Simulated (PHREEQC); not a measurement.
A solution holds 8 mmol/kgw CuCl2 and 0.033 mmol/kgw FeCl3, at 20 °C. Closed to the air; pH follows from the charge balance.

All values are PHREEQC results (ion-association model, phreeqc.dat), not measurements.

This is a speciation only: nothing precipitates in the calculation.

Question: Estimate the pH, specific conductance.

Answer: pH 4.28; specific conductance 1620 µS/cm.

Question: In which forms is Fe present?

Answer: Fe(OH)2+ 76 %, FeOH+2 23 % of the Fe.

Saturation is exceeded, for instance for Fe(OH)3(a), Hematite (slow to form); the values hold only as long as no solid forms. Species that the database lacks are ignored.
